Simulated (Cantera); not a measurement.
Feed: 1 mol BN, 4.7 mol H2, at 2452 °C and 10000 Pa.

Method: chemical equilibrium by Gibbs-energy minimisation in Cantera with the NASA 1993 tables (ideal gas, pure condensed phases). Candidate condensed phases: B, BN; 15 gas species. The tables' values for BH2 are old estimates; treat these amounts as uncertain. Gases not in the tables: B2H6 and higher boranes. Equilibrium is a limit: real reactors are often held back by kinetics, nucleation or transport.

Base state: H2 0.732, H 0.169, N2 0.0873, B 0.00625, BH2 0.00494, BH 0.000545, BN 0.000158, BH3 1.91e-5 (mole fractions); condensed: B(l).

Q: What changes in the equilibrium state with this change: temperature from 2452 °C to 2100 °C?

A: 
```tsv
species	before	after
H2	0.732	0.862
N2	0.0873	0.0941
H	0.169	0.0410
BH2	0.00494	0.00237
B	0.00625	0.000240
BN	0.000158	1.12e-5
BH	0.000545	5.08e-5
B(l), mol	0.932	0.986
```

Q: What changes in the equilibrium state with this change: temperature from 2452 °C to 2177 °C?

A: 
```
species      before     after
---------  --------  --------
H2            0.732     0.845
N2           0.0873    0.0933
H             0.169    0.0584
BH2         0.00494   0.00289
B           0.00625  0.000531
BN         0.000158   2.15e-5
BH         0.000545   9.15e-5
BH3         1.91e-5   2.02e-5
B(l), mol     0.932     0.981
```
